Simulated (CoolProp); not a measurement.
Saturation properties of CH3F (R41) (Tc = 44.1 °C, pc = 5.906 MPa, ω = 0.200).

Model: reference Helmholtz-energy equation of state, Lemmon 2006, in CoolProp. It is a short technical equation, of lower accuracy than the large ones.

| T (°C) | p (MPa) | vapour density (kg/m³) | liquid cp (kJ/(kg K)) | surface tension (mN/m) |
|---|---|---|---|---|
| -79.25 | 0.09643 | 2.124 | [?] | 15.6 |
| -75.45 | 0.1186 | 2.577 | 2.076 | 15.0 |
| -71.65 | 0.1446 | 3.103 | 2.083 | 14.4 |
| -67.95 | 0.1741 | 3.692 | 2.091 | [?] |
| -64.15 | 0.2090 | 4.385 | 2.100 | 13.3 |
| -60.45 | [?] | 5.153 | [?] | 12.7 |
| -56.65 | 0.2936 | 6.049 | 2.122 | 12.2 |
| -52.85 | 0.3455 | 7.062 | [?] | 11.6 |
| -49.15 | 0.4025 | 8.173 | 2.151 | [?] |
| -45.35 | 0.4683 | 9.453 | 2.168 | [?] |

### Question
Some entries are withheld; supply them.

### Answer

- -79.25, liquid cp (kJ/(kg K)): 2.070
- -67.95, surface tension (mN/m): 13.9
- -60.45, p (MPa): 0.2480
- -60.45, liquid cp (kJ/(kg K)): 2.110
- -52.85, liquid cp (kJ/(kg K)): 2.136
- -49.15, surface tension (mN/m): 11.0
- -45.35, surface tension (mN/m): 10.5

It boils at -78.4 °C under 1 atm.

Surface tension comes from a separate correlation (Mulero 2012).
